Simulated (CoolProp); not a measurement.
Properties of propylene glycol at several states.

Values from CoolProp's reference Helmholtz-energy equation of state, Eisenbach 2021.

```
T (K)  p (MPa)   phase         Z  cv (kJ/(kg K))  speed of sound (m/s)  isothermal compressibility (1/MPa)  expansivity (1/kK)  fugacity coefficient
-----  -------  ------  --------  --------------  --------------------  ----------------------------------  ------------------  --------------------
546.2     28.9  liquid    0.5767           3.058                 961.0                            0.001559               1.238               0.04810
504      0.208     gas    0.9702           2.508                 233.4                               4.961               2.227                0.9711
606.1    0.251     gas    0.9827           2.852                 258.2                               4.055               1.768                0.9830
454      0.276  liquid  0.006184           2.819                  1049                            0.001196               1.107                0.2890
333.8     1.68  liquid   0.04579           2.338                  1414                           0.0005727              0.7821             0.0001780
```
